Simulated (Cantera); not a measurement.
A perfectly stirred reactor is fed with H2 : O2 = 0.37 : 1 (molar parts), equivalence ratio 0.18, at 10.00 Torr; it is held at 1375 K, and followed from long to short residence time.

Detailed kinetics in Cantera: the H2/O2 subset of GRI-Mech 3.0, which has no nitrogen chemistry. Radical loss at walls, strong at low pressure, is not modelled. The temperature is held fixed by assumption; the heat of reaction is taken as removed at once.

Problem. What does this change do: temperature 1375 to 900 K?

Solution. 
| quantity | before | after |
|---|---|---|
| x(H2) at τ = 1.60 s | 0.000831 | 0.00331 |
| x(O2) at τ = 1.60 s | 0.683 | 0.688 |
| x(OH) at τ = 1.60 s | 0.00452 | 0.000337 |
| x(H2O2) at τ = 1.60 s | 1.57e-7 | 5.60e-7 |
| x(HO2) at τ = 1.60 s | 3.26e-6 | 1.59e-5 |
| x(H2) at τ = 45.0 ms | 0.00750 | 0.0224 |
| x(O2) at τ = 45.0 ms | 0.651 | 0.686 |
| x(OH) at τ = 45.0 ms | 0.0135 | 0.00159 |
| x(H2O2) at τ = 45.0 ms | 3.44e-7 | 6.91e-7 |
| x(HO2) at τ = 45.0 ms | 7.41e-6 | 2.51e-5 |
Below about 950 K walls govern HO2 and H2O2 in real vessels.

Problem. What does this change do: pressure from 10.00 Torr to 20.0 Torr?

Solution. 
| quantity | before | after |
|---|---|---|
| x(H2) at τ = 1.60 s | 0.000831 | 0.000371 |
| x(O2) at τ = 1.60 s | 0.683 | 0.685 |
| x(OH) at τ = 1.60 s | 0.00452 | 0.00284 |
| x(H2O2) at τ = 1.60 s | 1.57e-7 | 1.94e-7 |
| x(HO2) at τ = 1.60 s | 3.26e-6 | 3.53e-6 |
| x(H2) at τ = 45.0 ms | 0.00750 | 0.00369 |
| x(O2) at τ = 45.0 ms | 0.651 | 0.671 |
| x(OH) at τ = 45.0 ms | 0.0135 | 0.00912 |
| x(H2O2) at τ = 45.0 ms | 3.44e-7 | 5.52e-7 |
| x(HO2) at τ = 45.0 ms | 7.41e-6 | 1.25e-5 |

Problem. What does this change do: temperature 1375 to 1148 K?

Solution. 
| quantity | before | after |
|---|---|---|
| x(H2) at τ = 1.60 s | 0.000831 | 0.000751 |
| x(O2) at τ = 1.60 s | 0.683 | 0.686 |
| x(OH) at τ = 1.60 s | 0.00452 | 0.00172 |
| x(H2O2) at τ = 1.60 s | 1.57e-7 | 4.71e-7 |
| x(HO2) at τ = 1.60 s | 3.26e-6 | 6.51e-6 |
| x(H2) at τ = 45.0 ms | 0.00750 | 0.00677 |
| x(O2) at τ = 45.0 ms | 0.651 | 0.669 |
| x(OH) at τ = 45.0 ms | 0.0135 | 0.00562 |
| x(H2O2) at τ = 45.0 ms | 3.44e-7 | 6.66e-7 |
| x(HO2) at τ = 45.0 ms | 7.41e-6 | 1.28e-5 |
